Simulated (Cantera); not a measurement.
# Premixed flame

A freely propagating, adiabatic, planar premixed flame of CO : H2 : O2 : N2 = 1 : 0.051 : 0.577 : 2.17 (molar parts), equivalence ratio 0.91, unburnt at 425 K and 1.10 bar; mixture-averaged transport, grid criteria slope 0.08 and curve 0.16, no radiation.

Computed with Cantera and GRI-Mech 3.0 (53 species, 325 reactions). Burning velocities carry a grid error of a few per cent, more on coarse grids.

```tsv
z (mm)	T (K)	u (m/s)	x CO	x H2	x O2	x H2O	x CO2	x O
-2.34	425	0.589	0.263	0.0134	0.152	<1e-8	<1e-8	<1e-8
-1.56	425	0.589	0.263	0.0133	0.152	1.81e-7	2.43e-8	<1e-8
-1.17	425	0.589	0.263	0.0132	0.152	1.72e-6	4.04e-7	<1e-8
-0.780	426	0.589	0.263	0.0126	0.152	1.69e-5	6.62e-6	<1e-8
-0.390	459	0.634	0.263	0.0103	0.152	0.000577	0.000829	2.73e-7
-0.195	719	0.984	0.246	0.00734	0.143	0.00414	0.0161	0.000123
0	1185	1.58	0.197	0.00304	0.114	0.00946	0.0702	0.00482
0.195	1499	1.95	0.142	0.000969	0.0809	0.00961	0.134	0.0133
0.390	1677	2.15	0.111	0.000838	0.0644	0.00808	0.171	0.0155
0.780	1857	2.35	0.0899	0.000871	0.0548	0.00848	0.198	0.0128
1.56	2017	2.52	0.0760	0.000759	0.0494	0.0103	0.215	0.00842
3.12	2151	2.66	0.0622	0.000594	0.0437	0.0116	0.232	0.00526
6.24	2256	2.77	0.0498	0.000452	0.0383	0.0124	0.247	0.00332
```
x: mole fraction of selected species; z is measured from the peak of heat release.

```
Item                          Value
------------------------  ---------
laminar burning velocity  58.9 cm/s
thermal thickness          0.780 mm
peak x(O)                    0.0155
grid points                     130
```
